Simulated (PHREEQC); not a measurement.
Consider water at 20 °C with 0.0011 mol HCl, 5.3e-05 mol NiSO4 and 0.074 mol Na2SO4 per kg of water. Closed to the air; pH follows from the charge balance.

Equilibrium calculation in PHREEQC: ion-association model, wateq4f.dat.

Each row changes one thing in this solution. This is a speciation only: nothing precipitates in the calculation.

| case | pH | ionic strength (mol/kgw) | SO4-2 (mol/kgw) | HSO4- (mol/kgw) |
|---|---|---|---|---|
| as made | 3.49 | 0.198 | 0.0614 | 0.000698 |
| NiSO4 replaced by Rb2SO4 at the same molality | 3.49 | 0.198 | 0.0614 | 0.000698 |
| temperature from 20 to 55 °C | ? | 0.195 | 0.0599 | 0.000864 |
| HCl left out | 7.26 | 0.198 | ? | ? |
| Na2SO4 left out | 2.98 | 0.00130 | 4.87e-5 | 3.98e-6 |

What belongs in the gaps?


- temperature from 20 to 55 °C, pH: 3.73
- HCl left out, SO4-2 (mol/kgw): 0.0620
- HCl left out, HSO4- (mol/kgw): 1.22e-7

At this temperature some constants are extrapolated from 25 °C, and those without enthalpy data are left unchanged.
